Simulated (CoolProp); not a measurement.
n-dodecane along the isotherm 217.35 °C: Z from the reference equation and from simpler models built on Tc = 385.0 °C, pc = 18.18 bar, ω = 0.574; each cubic takes its own stable root.

Model: reference Helmholtz-energy equation of state, Lemmon 2004, in CoolProp. It is a short technical equation, of lower accuracy than the large ones.

| p (bar) | phase | reference |
|---|---|---|
| 0.0862 | gas | 0.9942 |
| 0.13 | gas | 0.9913 |
| 0.196 | gas | 0.9868 |
| 0.296 | gas | 0.9800 |
| 0.447 | gas | 0.9695 |
| 0.674 | gas | 0.9534 |
| 1.53 | liquid | 0.01077 |
| 2.31 | liquid | 0.01626 |
| 3.49 | liquid | 0.02455 |
| 5.26 | liquid | 0.03697 |
| 7.94 | liquid | 0.05574 |
| 12 | liquid | 0.08408 |
| 18.1 | liquid | 0.1265 |
| 27.3 | liquid | 0.1900 |

How far does each simpler model (van der Waals, Redlich-Kwong, Soave-Redlich-Kwong) lie from the reference over these 14 states: mean and median of the absolute difference, and the worst?


- van der Waals: mean 1296.0 %, median 84.5 %, worst +8699.4 % at 217.35 °C and 1.53 bar
- Redlich-Kwong: mean 1008.9 %, median 30.4 %, worst +8543.5 % at 217.35 °C and 1.53 bar
- Soave-Redlich-Kwong: mean 12.3 %, median 20.5 %, worst +21.5 % at 217.35 °C and 1.53 bar

At some of these states van der Waals, Redlich-Kwong gives the other phase, because its saturation line lies elsewhere.
